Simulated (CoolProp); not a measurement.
Model: reference Helmholtz-energy equation of state, de Reuck 1993, in CoolProp.

Question: For methanol, give the phase and the density (kg/m³), cv (kJ/(kg K)), Joule-Thomson coefficient (K/MPa), expansivity (1/kK) at 309.95 °C and 13.7 MPa.

Answer: 
- 309.95 °C and 13.7 MPa: supercritical; density 153, cv 3.27, Joule-Thomson coefficient 5.15, expansivity 9.99
